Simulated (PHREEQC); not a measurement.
1 kg of water holding 16 mmol/kgw NaHCO3 and 30 mmol/kgw K2CO3 meets 20 L of dry gas (O2 1 by moles) at fixed total pressure, at 30 atm; fugacities by Peng-Robinson. The gases take part in no redox reaction, some water evaporates into the gas, and hydrates or a liquid gas phase aren't modelled. Precipitation was switched off in this run.

Model: ion-association model, phreeqc.dat, run in PHREEQC.

```json
[
 {"T (°C)": "10", "dissolved O2 (mol/kgw)": "0.0468", "φ of O2": "0.967"},
 {"T (°C)": "20", "dissolved O2 (mol/kgw)": "0.0384", "φ of O2": "0.971"},
 {"T (°C)": "30", "dissolved O2 (mol/kgw)": "0.0326", "φ of O2": "0.975"},
 {"T (°C)": "40", "dissolved O2 (mol/kgw)": "0.0286", "φ of O2": "[?]"},
 {"T (°C)": "50", "dissolved O2 (mol/kgw)": "0.0258", "φ of O2": "[?]"},
 {"T (°C)": "60", "dissolved O2 (mol/kgw)": "0.0239", "φ of O2": "[?]"},
 {"T (°C)": "70", "dissolved O2 (mol/kgw)": "0.0226", "φ of O2": "0.986"},
 {"T (°C)": "80", "dissolved O2 (mol/kgw)": "0.0217", "φ of O2": "0.988"},
 {"T (°C)": "90", "dissolved O2 (mol/kgw)": "0.0211", "φ of O2": "0.990"}
]
```

Some entries are withheld; supply them.


- 40, φ of O2: 0.978
- 50, φ of O2: 0.981
- 60, φ of O2: 0.984

At this temperature some constants are extrapolated from 25 °C, and those without enthalpy data are left unchanged.
